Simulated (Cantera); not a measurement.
Charge: 1 mol Si(CH3)4, 0.084 mol C2H4, 6.9 mol H2, equilibrated at 1200 Pa.

These are equilibrium values from Cantera (NASA tables, ideal gas, pure condensed phases), not measurements of a reactor. Candidate condensed phases: C, C6H6, C7H8, C8H18, Si, SiC; 87 gas species. Rates play no part.

x: gas mole fraction; n: condensed amount in mol.

| T (K) | x H2 | x H | x CH4 | x C2H2 (acetylene) | x Si | x SiH | n C(graphite) | n SiC(s) |
|---|---|---|---|---|---|---|---|---|
| 1000 | 0.999 | ? | 0.00114 | 1.14e-9 | <1e-12 | <1e-12 | 3.15 | 1.00 |
| 1100 | 1.000 | ? | 0.000430 | 1.33e-8 | <1e-12 | <1e-12 | 3.16 | 1.00 |
| 1200 | 1.000 | ? | 0.000189 | 1.03e-7 | <1e-12 | <1e-12 | 3.17 | 1.00 |
| 1300 | 1.000 | ? | 9.43e-5 | 5.76e-7 | 1.07e-11 | 9.71e-12 | 3.17 | 1.00 |
| 1400 | 1.000 | ? | 5.18e-5 | 2.52e-6 | 3.29e-10 | 1.80e-10 | 3.17 | 1.00 |
| 1500 | 1.000 | ? | 3.08e-5 | 9.02e-6 | 6.39e-9 | 2.25e-9 | 3.17 | 1.00 |
| 1600 | 0.999 | ? | 1.96e-5 | 2.75e-5 | 8.54e-8 | 2.04e-8 | 3.17 | 1.000 |
| 1700 | 0.999 | ? | 1.31e-5 | 7.33e-5 | 8.39e-7 | 1.42e-7 | 3.17 | 1.000 |
| 1800 | 0.997 | ? | 9.17e-6 | 0.000175 | 6.37e-6 | 7.95e-7 | 3.16 | 1.000 |
| 1900 | 0.992 | ? | 6.64e-6 | 0.000379 | 3.90e-5 | 3.70e-6 | 3.16 | 0.999 |

Q: Complete the blanks.

A: 
- 1000, x H: 2.07e-8
- 1100, x H: 2.36e-7
- 1200, x H: 1.80e-6
- 1300, x H: 1.01e-5
- 1400, x H: 4.44e-5
- 1500, x H: 0.000161
- 1600, x H: 0.000496
- 1700, x H: 0.00134
- 1800, x H: 0.00326
- 1900, x H: 0.00722
